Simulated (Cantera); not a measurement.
An isothermal, constant-pressure homogeneous reactor starts with CO : O2 : H2O : N2 = 0.0044 : 0.056 : 0.00023 : 1 (molar parts), equivalence ratio 0.039, at 1350 K and 3530 Torr.

Model: GRI-Mech 3.0 (53 species, 325 reactions), integrated in Cantera.

Problem. Predict: x(CO) at 7.00 s; x(O2) at 7.00 s; x(H2O) at 7.00 s; x(O) at 7.00 s; x(CO2) at 7.00 s; x(NO) at 7.00 s; x(NO2) at 7.00 s.

Solution. 
```json
{
  "x(CO) at 7.00 s": "3.43e-9 (gas-phase equilibrium 3.44e-9)",
  "x(O2) at 7.00 s": "0.0508 (gas-phase equilibrium 0.0507)",
  "x(H2O) at 7.00 s": "0.000217 (gas-phase equilibrium 0.000217)",
  "x(O) at 7.00 s": "4.42e-8 (gas-phase equilibrium 4.41e-8)",
  "x(CO2) at 7.00 s": "0.00416 (gas-phase equilibrium 0.00416)",
  "x(NO) at 7.00 s": "2.36e-6 (gas-phase equilibrium 0.000293)",
  "x(NO2) at 7.00 s": "2.24e-8 (gas-phase equilibrium 2.77e-6)"
}
```
